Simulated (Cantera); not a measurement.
Premixed flame

A freely propagating, adiabatic, planar premixed flame of 25.4 % H2, 15.7 % O2, 58.9 % N2, unburnt at 523 K and 1130 Torr; multicomponent transport, grid criteria slope 0.08 and curve 0.16, no radiation.

Model: the H2/O2 subset of GRI-Mech 3.0, which has no nitrogen chemistry, integrated in Cantera. Burning velocities carry a grid error of a few per cent, more on coarse grids.

| z (mm) | T (K) | u (m/s) | x H2 | x O2 | x HO2 | x H2O2 | x H2O | x O |
|---|---|---|---|---|---|---|---|---|
| -0.751 | 523 | 4.60 | 0.254 | 0.157 | <1e-8 | <1e-8 | <1e-8 | <1e-8 |
| -0.501 | 523 | 4.60 | 0.254 | 0.157 | <1e-8 | <1e-8 | <1e-8 | <1e-8 |
| -0.376 | 523 | 4.60 | 0.254 | 0.157 | <1e-8 | <1e-8 | 2.09e-8 | <1e-8 |
| -0.250 | 523 | 4.60 | 0.254 | 0.157 | 4.40e-7 | <1e-8 | 1.40e-6 | <1e-8 |
| -0.125 | 544 | 4.73 | 0.245 | 0.158 | 0.000254 | 9.35e-6 | 0.00101 | 5.30e-6 |
| -0.0626 | 787 | 6.64 | 0.205 | 0.153 | 0.000341 | 4.23e-5 | 0.0237 | 0.000280 |
| 0 | 1225 | 10.00 | 0.119 | 0.118 | 0.000149 | 1.19e-5 | 0.102 | 0.00416 |
| 0.0626 | 1541 | 12.4 | 0.0511 | 0.0702 | 7.36e-5 | 4.50e-6 | 0.186 | 0.0103 |
| 0.125 | 1707 | 13.7 | 0.0308 | 0.0515 | 4.58e-5 | 2.46e-6 | 0.217 | 0.0120 |
| 0.250 | 1874 | 14.9 | 0.0244 | 0.0444 | 2.99e-5 | 1.26e-6 | 0.233 | 0.0103 |
| 0.501 | 2030 | 16.0 | 0.0196 | 0.0406 | 1.89e-5 | 7.23e-7 | 0.246 | 0.00738 |
| 1.00 | 2159 | 16.8 | 0.0139 | 0.0377 | 1.12e-5 | 4.80e-7 | 0.259 | 0.00465 |
| 2.00 | 2252 | 17.5 | 0.00848 | 0.0358 | 6.80e-6 | 3.57e-7 | 0.269 | 0.00262 |
x: mole fraction of selected species; z is measured from the peak of heat release.

```json
{
 "laminar_burning_velocity": "460 cm/s",
 "thermal_thickness": "0.250 mm",
 "peak x(HO2)": "0.000472",
 "peak x(H2O2)": "4.29e-5",
 "peak x(O)": "0.0120",
 "grid_points": "107"
}
```
